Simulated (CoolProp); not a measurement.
Vapour-liquid equilibrium of diethyl ether (1) + methanol (2) at 288.6 K; x and y are mole fractions of (1).

Values from CoolProp's multi-fluid Helmholtz-energy mixture model, Thol 2014 and de Reuck 1993; pair parameters Bell 2016.

| x | bubble pressure, mixture model (MPa) | bubble pressure, Raoult's law (MPa) | y, mixture model | y, Raoult's law |
|---|---|---|---|---|
| 0.05 | 0.01802 | 0.01209 | 0.458 | 0.202 |
| 0.15 | [?] | 0.01597 | 0.683 | 0.460 |
| 0.25 | 0.03528 | 0.01984 | 0.753 | 0.616 |
| 0.35 | 0.03901 | 0.02372 | 0.786 | 0.722 |
| 0.45 | 0.04134 | 0.02760 | 0.807 | 0.798 |
| 0.55 | [?] | 0.03147 | 0.823 | 0.855 |
| 0.65 | 0.04457 | 0.03535 | 0.842 | 0.899 |
| 0.75 | 0.04607 | 0.03922 | [?] | 0.935 |
| 0.85 | 0.04753 | 0.04310 | 0.902 | 0.965 |
| 0.95 | 0.04866 | 0.04698 | 0.958 | 0.989 |

Q: Complete the blanks.

A: 
- 0.15, bubble pressure, mixture model (MPa): 0.02890
- 0.55, bubble pressure, mixture model (MPa): 0.04305
- 0.75, y, mixture model: 0.866

The largest gap from Raoult's law is +81.0 % in bubble pressure, at x = 0.15. No azeotrope shows between x = 0.05 and 0.95.

Pair parameters are fitted to limited data, so mixtures are less certain than the pure fluids. With so large a gap from Raoult's law the liquid may split in two, which this calculation doesn't test in full.
